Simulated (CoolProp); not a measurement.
Properties of R404A along the isobar 0.961 MPa (Tc = 345.3 K, pc = 3.735 MPa, ω = 0.293).

Values from CoolProp's reference Helmholtz-energy equation of state, Lemmon 2003. It is a pseudo-pure fit of the blend.

| T (K) | phase | Z | cv (kJ/(kg K)) | Joule-Thomson coefficient (K/MPa) | expansivity (1/kK) | viscosity (µPa s) | fugacity coefficient |
|---|---|---|---|---|---|---|---|
| 306.6 | gas | 0.8393 | 0.8567 | 17.74 | [?] | 12.9 | 0.8602 |
| 319 | gas | 0.8638 | 0.8648 | 15.19 | 5.150 | 13.4 | [?] |
| 331.3 | gas | 0.8829 | 0.8764 | 13.22 | 4.602 | 13.8 | 0.8937 |
| 343.6 | gas | 0.8985 | 0.8902 | 11.63 | 4.187 | 14.3 | 0.9065 |
| 355.9 | gas | 0.9114 | 0.9053 | 10.33 | 3.858 | 14.7 | 0.9173 |
| 368.2 | gas | 0.9222 | 0.9212 | 9.243 | 3.589 | 15.2 | 0.9267 |
| 380.5 | gas | 0.9313 | 0.9376 | 8.323 | 3.365 | 15.6 | 0.9347 |
| 392.9 | gas | 0.9392 | 0.9543 | 7.532 | 3.173 | 16.1 | 0.9418 |
| 405.2 | gas | [?] | 0.9710 | 6.857 | 3.008 | 16.6 | 0.9479 |

Fill in the missing entries.


- 306.6, expansivity (1/kK): 5.925
- 319, fugacity coefficient: 0.8785
- 405.2, Z: 0.9460

Viscosity comes from a separate model (Geller 2000).
